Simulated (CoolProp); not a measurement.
Sulfur dioxide along the isotherm 332.1 K: density (kg/m³) from the reference equation and from simpler models built on Tc = 430.6 K, pc = 7.887 MPa, ω = 0.256; each cubic takes its own stable root.

Model: reference Helmholtz-energy equation of state, Gao 2016, in CoolProp.

```tsv
p (MPa)	phase	reference
0.0623	gas	1.455
0.111	gas	2.608
0.197	gas	4.674
0.351	gas	8.484
0.623	gas	15.60
1.11	liquid	1265
1.97	liquid	1268
3.51	liquid	1273
6.23	liquid	1282
11.1	liquid	1296
19.7	liquid	1317
```

Problem. How far does each simpler model (van der Waals, Redlich-Kwong, Soave-Redlich-Kwong, Peng-Robinson) lie from the reference over these 11 states: mean and median of the absolute difference, and the worst?

Solution. 
- van der Waals: mean 32.3 %, median 37.0 %, worst -97.8 % at 332.1 K and 1.11 MPa
- Redlich-Kwong: mean 15.6 %, median 12.5 %, worst -97.7 % at 332.1 K and 1.11 MPa
- Soave-Redlich-Kwong: mean 6.1 %, median 9.9 %, worst -11.3 % at 332.1 K and 1.11 MPa
- Peng-Robinson: mean 0.6 %, median 0.6 %, worst +1.6 % at 332.1 K and 19.7 MPa

At some of these states van der Waals, Redlich-Kwong gives the other phase, because its saturation line lies elsewhere.
